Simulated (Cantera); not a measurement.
Charge: 1 mol PbO, a varied amount of C, 0.041 mol CO, held at 1723 K and 98000 Pa.

Equilibrium computed with Cantera from the NASA thermochemical tables; the gas is ideal and each condensed phase is pure. Candidate condensed phases: C, Pb, PbO, PbO2, Pb3O4; 15 gas species. Each liquid is taken as pure. Mutual solubility and eutectic melting of coexisting phases are not modelled. Gases not in the tables: (PbO)n polymers. Kinetics and transport are ignored.

Which condensed phases are stable at each of these points (n(C) (mol)): 0.44, 1.1, 1.7, 2.4, 3, 3.6, 4.3, 4.9, 5.5?


```
n(C) (mol)     condensed phases  Pb condensed (%)
----------  -------------------  ----------------
0.44             Pb(l) + PbO(l)              82.6
1.1         C(graphite) + Pb(l)              79.8
1.7         C(graphite) + Pb(l)              79.8
2.4         C(graphite) + Pb(l)              79.8
3           C(graphite) + Pb(l)              79.8
3.6         C(graphite) + Pb(l)              79.8
4.3         C(graphite) + Pb(l)              79.8
4.9         C(graphite) + Pb(l)              79.8
5.5         C(graphite) + Pb(l)              79.8
```

At 0.44 mol C the condensed part is Pb(l) + PbO(l). From 1.1 mol C to 5.5 mol C the condensed part is C(graphite) + Pb(l).
